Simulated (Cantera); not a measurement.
What does this Cantera script print?

```python
import numpy as np
import cantera as ct

surf = ct.Interface("ptcombust.yaml", "Pt_surf")
gas = surf.adjacent["gas"]
gas.TPX = 1000, 91000, {'CO': 0.014, 'O2': 0.018, 'N2': 0.79, 'H2O': 0.0066}
surf.TP = 1000, 91000
reactor = ct.FlowReactor(gas, clone=False)
reactor.area = 0.0001  # m2
reactor.surface_area_to_volume_ratio = 100  # 1/m
reactor.mass_flow_rate = 2.4 * reactor.area * gas.density  # inlet velocity 2.4 m/s
reactor.energy_enabled = False
wall = ct.ReactorSurface(surf, reactor, clone=False)
net = ct.ReactorNet([reactor])
net.rtol, net.atol = 1e-8, 1e-16
show, cover = ['CO', 'O2', 'H2O', 'CO2'], ['PT(S)', 'H(S)', 'O(S)', 'OH(S)', 'CO(S)', 'C(S)']

rows = []
print(f"{'z/m':>9s}{'u/(m/s)':>9s}" + "".join(f"{s:>13s}" for s in show + cover))
for z in [0.00059, 0.0011, 0.0022, 0.0042, 0.0081, 0.016, 0.03, 0.059]:
    net.advance(z)
    rows.append([reactor.speed, *gas[show].X, *surf[cover].coverages])
    print(f"{z:9.4g}{rows[-1][0]:9.3g}" + "".join(f"{x:13.4e}" for x in rows[-1][1:]))
```

Result:

```
      z/m  u/(m/s)           CO           O2          H2O          CO2        PT(S)         H(S)         O(S)        OH(S)        CO(S)         C(S)
  0.00059      2.4   1.2970e-02   1.9787e-02   7.9810e-03   3.9594e-03   6.8537e-01   1.6695e-05   6.5855e-03   2.5784e-04   3.0776e-01   4.0423e-09
   0.0011     2.39   9.3947e-03   1.8023e-02   7.9953e-03   7.5651e-03   7.3795e-01   1.6482e-05   8.4502e-03   3.0335e-04   2.5327e-01   2.7915e-09
   0.0022     2.38   7.8319e-04   1.3775e-02   8.0299e-03   1.6250e-02   6.0436e-01   1.7997e-06   3.9098e-01   1.8714e-03   2.7767e-03   5.4169e-13
   0.0042     2.38   3.0264e-05   1.3403e-02   8.0329e-03   1.7009e-02   3.1724e-01   5.1874e-07   6.8095e-01   1.7897e-03   1.8370e-05   1.0801e-15
   0.0081     2.38   1.3322e-07   1.3389e-02   8.0331e-03   1.7040e-02   3.1469e-01   5.1155e-07   6.8352e-01   1.7858e-03   7.9307e-08   4.6082e-18
    0.016     2.38   2.3208e-12   1.3388e-02   8.0331e-03   1.7040e-02   3.1468e-01   5.1151e-07   6.8353e-01   1.7858e-03   1.3814e-12   8.0266e-23
     0.03     2.38   2.7661e-15   1.3388e-02   8.0331e-03   1.7040e-02   3.1468e-01   5.1151e-07   6.8353e-01   1.7858e-03   1.6465e-15   9.5668e-26
    0.059     2.38   2.4283e-15   1.3388e-02   8.0331e-03   1.7040e-02   3.1468e-01   5.1151e-07   6.8353e-01   1.7858e-03   1.4454e-15   8.3982e-26
```

Model: Deutschmann's 1995 Pt surface mechanism with GRI-Mech 3.0 gas chemistry, integrated in Cantera. Catalytic surfaces can have several steady states; this one follows from the mechanism file's or the stated starting coverage. Mass transfer to the wall is taken as infinitely fast.
